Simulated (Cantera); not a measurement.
Feed: 1 mol SiHCl3, 4.1 mol HCl, 13 mol H2, equilibrated at 1925 K.

Method: chemical equilibrium by Gibbs-energy minimisation in Cantera with the NASA 1993 tables (ideal gas, pure condensed phases). Candidate condensed phases: Si; 19 gas species. The tables' values for SiCl, SiCl3 are old estimates; treat these amounts as uncertain. The numbers say what is thermodynamically allowed, not how fast it happens.

Q: At 1.00 mbar, list the 4 most abundant gas species with their mole fractions, and the condensed phases.

A: H2 0.655, HCl 0.262, SiCl2 0.0468, H 0.0245. Condensed: gas only.
